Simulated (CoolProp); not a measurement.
A single-stage vapour-compression cycle with the fluid: evaporating at 241.15 K (dew point), condensing at 311.15 K (bubble point), superheat 5 K, subcooling 5 K, compressor efficiency 0.85, no pressure losses. The same conditions are run with several fluids, on thermodynamics alone (safety and materials aside).

The numbers come from the reference Helmholtz-energy equation of state of each fluid (n-butane: Bücker 2006; fluoroethane (R161): Wu 2012; trans-2-butene: Lemmon 2005; hydrogen chloride: Thol 2018; R227EA: Lemmon 2016) in CoolProp.

```json
[
 {"fluid": "n-butane", "cooling COP": "2.25", "pressure ratio": "14.0", "discharge temperature (K)": "325.5", "refrigerating effect (kJ/kg)": "268", "volumetric capacity (kJ/m³)": "197"},
 {"fluid": "fluoroethane (R161)", "cooling COP": "2.21", "pressure ratio": "9.99", "discharge temperature (K)": "362.9", "refrigerating effect (kJ/kg)": "285", "volumetric capacity (kJ/m³)": "903"},
 {"fluid": "trans-2-butene", "cooling COP": "2.31", "pressure ratio": "14.6", "discharge temperature (K)": "336.1", "refrigerating effect (kJ/kg)": "296", "volumetric capacity (kJ/m³)": "195"},
 {"fluid": "hydrogen chloride", "cooling COP": "1.79", "pressure ratio": "6.23", "discharge temperature (K)": "435.1", "refrigerating effect (kJ/kg)": "246", "volumetric capacity (kJ/m³)": "5050"},
 {"fluid": "R227EA", "cooling COP": "1.87", "pressure ratio": "13.6", "discharge temperature (K)": "311.2", "refrigerating effect (kJ/kg)": "69.0", "volumetric capacity (kJ/m³)": "288"}
]
```

The compression ends wet for: R227EA.
